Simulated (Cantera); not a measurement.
Ignition delay

Mixture: CH4 : CO : O2 : N2 = 1 : 0.17 : 2.94 : 19.4 (molar parts), at 1.00 atm, adiabatic and at constant pressure. Ignition delay is the time to a rise of 400 K.

Computed with Cantera and GRI-Mech 3.0 (53 species, 325 reactions).

```tsv
T0 (K)	delay (ms)
1173	102
1248	34.3
1323	12.5
1398	4.93
1473	2.13
1548	1.01
1623	0.528
1698	0.300
```

```json
{
  "apparent activation energy between 1548 and 1698 K": "180 kJ/mol"
}
```
